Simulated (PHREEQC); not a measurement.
Consider water at 41 °C with 0.6 mol H3PO4 and 0.12 mol Na2B4O7 per kg of water. Closed to the air; pH follows from the charge balance.

All values are PHREEQC results (ion-association model, phreeqc.dat), not measurements.

```
quantity           before    after
----------------  -------  -------
pH                   1.95     1.89
HPO4-2 (mol/kgw)  4.19e-6  3.25e-6
```

Q: Name the change that produced these shifts.
A) Na2B4O7 left out
B) Na2B4O7 from 0.12 to 0.012 mol/kgw
C) Na2B4O7 from 0.12 to 0.06 mol/kgw
D) Na2B4O7 from 0.12 to 0.108 mol/kgw
E) diluted 2-fold with water

A: D, Na2B4O7 from 0.12 to 0.108 mol/kgw

This is a speciation only: nothing precipitates in the calculation. Away from 25 °C the constants follow the database's enthalpies or fits; those with neither stay at their 25 °C values.
